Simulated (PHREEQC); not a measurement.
Dissolve 14 mmol/kgw NaOH and 0.014 mmol/kgw H4SiO4 at 25 °C. Closed to the air; pH follows from the charge balance.

The numbers come from PHREEQC with the ion-association model, phreeqc.dat.

Precipitation was switched off in this run.

Order these Si species by the share of Si that they hold, largest first: H3SiO4-, H2SiO4-2, H4SiO4.

H3SiO4- (89 %), H2SiO4-2 (10 %), H4SiO4 (0.44 %)

The pH is 12.09 and the ionic strength 0.0140 mol/kgw.
